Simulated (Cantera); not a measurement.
Input (Python, Cantera):

```python
import numpy as np
import cantera as ct

gas = ct.Solution("gri30.yaml")
gas.TPX = 775, 1000000, {'CH4': 1, 'H2': 0.75, 'O2': 1.4, 'N2': 5.25}
inlet = ct.Reservoir(gas, clone=True)
gas.equilibrate("HP")  # start burning
reactor = ct.IdealGasConstPressureReactor(gas, energy="on", clone=False)
exhaust = ct.Reservoir(gas, clone=True)
tau = [0.14, 0.053, 0.021, 0.0081, 0.0031, 0.0012, 0.00048, 0.00019, 7.3e-05, 2.9e-05, 1.1e-05, 4.4e-06][0]
for a, b in ((inlet, reactor), (reactor, exhaust)):
    ct.MassFlowController(a, b, mdot=lambda t: reactor.mass / tau)
net = ct.ReactorNet([reactor])
show = ['CH4', 'H2', 'O2', 'CO', 'HCO', 'CH2CO']

rows = []
print(f"{'tau/s':>10s}{'T/K':>9s}" + "".join(f"{s:>11s}" for s in show))
for tau in [0.14, 0.053, 0.021, 0.0081, 0.0031, 0.0012, 0.00048, 0.00019, 7.3e-05, 2.9e-05, 1.1e-05, 4.4e-06]:
    net.initial_time = 0.0
    net.advance(30 * tau)
    before = gas.X
    net.advance(40 * tau)
    drift = np.max(np.abs(gas.X - before) / (gas.X + 1e-9))
    rows.append([gas.T, *gas[show].X, drift])
    print(f"{tau:10.3e}{gas.T:9.1f}" + "".join(f"{x:11.3e}" for x in gas[show].X))
```

Output:

```
     tau/s      T/K        CH4         H2         O2         CO        HCO      CH2CO
 1.400e-01   2201.7  1.217e-04  1.279e-01  8.878e-06  8.793e-02  1.420e-07  7.837e-08
 5.300e-02   2202.3  2.953e-04  1.274e-01  2.252e-05  8.771e-02  1.493e-07  2.266e-07
 2.100e-02   2203.7  6.522e-04  1.262e-01  5.498e-05  8.718e-02  1.626e-07  6.605e-07
 8.100e-03   2206.5  1.341e-03  1.237e-01  1.366e-04  8.592e-02  1.904e-07  2.007e-06
 3.100e-03   2210.6  2.442e-03  1.190e-01  3.354e-04  8.342e-02  2.492e-07  5.686e-06
 1.200e-03   2213.8  3.926e-03  1.122e-01  7.977e-04  7.967e-02  3.723e-07  1.404e-05
 4.800e-04   2211.9  5.738e-03  1.044e-01  1.810e-03  7.538e-02  6.259e-07  3.036e-05
 1.900e-04   2196.9  8.168e-03  9.640e-02  4.133e-03  7.119e-02  1.182e-06  6.312e-05
 7.300e-05   2145.2  1.250e-02  8.886e-02  1.031e-02  6.718e-02  2.480e-06  1.436e-04
 2.900e-05    775.0  1.190e-01  8.929e-02  1.667e-01  2.178e-16  8.826e-26  3.656e-18
 1.100e-05    775.0  1.190e-01  8.929e-02  1.667e-01  2.369e-23  1.723e-26 -4.844e-25
 4.400e-06    775.0  1.190e-01  8.929e-02  1.667e-01  3.727e-24  3.125e-27  1.155e-27
```

Model: GRI-Mech 3.0 (53 species, 325 reactions), integrated in Cantera.
